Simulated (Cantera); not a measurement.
Charge: 1 mol HMDSO, 14 mol O2, at 133 Pa.

Cantera equilibrium calculation (NASA polynomials, part measured and part estimated; ideal gas, pure solids and liquids). Candidate condensed phases: C, C6H6, C7H8, C8H18, H2O, Si, SiC, SiO2; 123 gas species. The feed counts by its element totals alone. The tables hold silica as quartz up to 1696 K and as liquid above; real silica turns to tridymite and cristobalite and melts near 1996 K. Kinetics and transport are ignored.

### Question
Which condensed phases are stable at each of these points (T (K)): 1350, 1425, 1500, 1575, 1650, 1725, 1800, 1875, 1950, 2025, 2100?

### Answer
```csv
T (K),condensed phases,Si condensed (%)
1350,SiO2(β-quartz),100.0
1425,SiO2(β-quartz),100.0
1500,SiO2(β-quartz),100.0
1575,SiO2(β-quartz),100.0
1650,SiO2(β-quartz),100.0
1725,SiO2(condensed),100.0
1800,SiO2(condensed),100.0
1875,SiO2(condensed),99.9
1950,SiO2(condensed),99.6
2025,SiO2(l),97.9
2100,SiO2(l),89.5
```

From 1350 K to 1650 K the condensed part is SiO2(β-quartz). From 1725 K to 1950 K the condensed part is SiO2(condensed). From 2025 K to 2100 K the condensed part is SiO2(l).
